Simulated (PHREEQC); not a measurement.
## Silver or lead bath: speciation

Dissolve 0.079 mol/kgw Pb(NO3)2, 0.23 mol/kgw NaNO3 and 0.0074 mol/kgw Zn(NO3)2 at 20 °C. Closed to the air; pH follows from the charge balance.

All values are PHREEQC results (ion-association model, phreeqc.dat), not measurements.

No solid was allowed to form.

Problem. What pH does the model give?

Solution. pH 4.57.

Problem. In which forms is N present?

Solution. NO3- 89 %, PbNO3+ 11 % of the N.
